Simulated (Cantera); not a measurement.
Input (Python, Cantera):

```python
import numpy as np
import cantera as ct

gas = ct.Solution("gri30.yaml")
gas.TPX = 1723, 13332, {'NO': 1, 'N2': 1.1}
reactor = ct.IdealGasConstPressureReactor(gas, energy="off", clone=False)
net = ct.ReactorNet([reactor])
net.rtol, net.atol = 1e-08, 1e-18
show = ['NO', 'N2', 'NO2', 'N2O', 'O', 'O2']
times = np.geomspace(2e-05, 10, 15)

steps = ct.SolutionArray(gas, extra=["t"])
rows = []
print(f"{'t/s':>10s}{'T/K':>9s}{'P/Pa':>11s}" + "".join(f"{s:>11s}" for s in show))
for t in times:
    while net.time < t:
        t_next = net.step()
        steps.append(gas.state, t=t_next)
    rows.append([np.interp(t, steps.t, y) for y in (steps.T, steps.P, *steps(*show).X.T)])
    print(f"{t:10.3e}{rows[-1][0]:9.1f}{rows[-1][1]:11.4g}" + "".join(f"{x:11.3e}" for x in rows[-1][2:]))
rate = np.gradient(steps.T, steps.t)
print("integrator steps:", len(steps.t))
if steps.T.max() > steps.T[0] + 200:
    print(f"time of steepest temperature rise: {steps.t[rate.argmax()]:.4e} s")
gas.TPX = 1723, 13332, {'NO': 1, 'N2': 1.1}
gas.equilibrate("TP")
print(f"equilibrium (TP): T = {gas.T:.1f} K  " + "  ".join(f"{s} {gas[s].X[0]:.3e}" for s in show))
```

Result:

```
       t/s      T/K       P/Pa         NO         N2        NO2        N2O          O         O2
 2.000e-05   1723.0  1.333e+04  4.762e-01  5.238e-01  8.128e-10  6.802e-08  6.726e-08  1.388e-11
 5.106e-05   1723.0  1.333e+04  4.762e-01  5.238e-01  5.203e-09  1.735e-07  1.687e-07  8.905e-11
 1.304e-04   1723.0  1.333e+04  4.762e-01  5.238e-01  3.275e-08  4.424e-07  4.119e-07  5.647e-10
 3.328e-04   1723.0  1.333e+04  4.762e-01  5.238e-01  1.957e-07  1.125e-06  9.437e-07  3.473e-09
 8.498e-04   1723.0  1.333e+04  4.762e-01  5.238e-01  1.044e-06  2.844e-06  1.890e-06  2.073e-08
 2.170e-03   1723.0  1.333e+04  4.762e-01  5.238e-01  4.490e-06  7.079e-06  3.111e-06  1.284e-07
 5.539e-03   1723.0  1.333e+04  4.761e-01  5.238e-01  1.475e-05  1.695e-05  4.829e-06  9.370e-07
 1.414e-02   1723.0  1.333e+04  4.761e-01  5.238e-01  3.762e-05  3.694e-05  8.038e-06  8.256e-06
 3.611e-02   1723.0  1.333e+04  4.759e-01  5.239e-01  6.200e-05  6.548e-05  1.126e-05  5.898e-05
 9.218e-02   1723.0  1.333e+04  4.755e-01  5.241e-01  6.989e-05  8.350e-05  1.250e-05  2.479e-04
 2.354e-01   1723.0  1.333e+04  4.745e-01  5.246e-01  7.411e-05  8.519e-05  1.313e-05  7.618e-04
 6.009e-01   1723.0  1.333e+04  4.718e-01  5.259e-01  8.275e-05  8.402e-05  1.438e-05  2.074e-03
 1.534e+00   1723.0  1.333e+04  4.651e-01  5.293e-01  1.011e-04  8.118e-05  1.710e-05  5.395e-03
 3.917e+00   1723.0  1.333e+04  4.486e-01  5.375e-01  1.341e-04  7.464e-05  2.239e-05  1.365e-02
 1.000e+01   1723.0  1.333e+04  4.096e-01  5.570e-01  1.792e-04  6.108e-05  3.133e-05  3.308e-02
integrator steps: 679
equilibrium (TP): T = 1723.0 K  NO 3.310e-03  N2 7.602e-01  NO2 3.800e-06  N2O 6.907e-08  O 7.617e-05  O2 2.364e-01
```

Model: GRI-Mech 3.0 (53 species, 325 reactions), integrated in Cantera.
